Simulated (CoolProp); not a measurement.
Saturation properties of hydrogen chloride (Tc = 51.5 °C, pc = 83.14 bar, ω = 0.130).

The numbers come from the reference Helmholtz-energy equation of state, Thol 2018 in CoolProp.

```csv
T (°C),p (bar),liquid density (kg/m³),enthalpy of vaporisation (kJ/kg),liquid cp (kJ/(kg K)),vapour Z
-59.65,3.543,1120,414.2,1.690,0.9316
-51.65,4.935,1098,403.6,1.708,0.9149
-43.65,6.707,1075,392.3,1.731,0.8960
-35.65,8.920,1051,380.1,1.761,0.8748
-27.55,11.68,1026,366.8,1.799,0.8507
-19.55,14.97,999.4,352.5,1.846,0.8241
-11.55,18.91,971.5,336.9,1.908,0.7946
-3.55,23.57,941.7,319.8,1.988,0.7619
4.45,29.03,909.5,300.6,2.097,0.7253
12.55,35.46,873.7,278.7,2.255,0.6838
20.55,42.81,834.0,253.7,2.494,0.6374
28.55,51.26,787.9,223.9,2.902,0.5836
```

It boils at -85.0 °C under 1 atm.
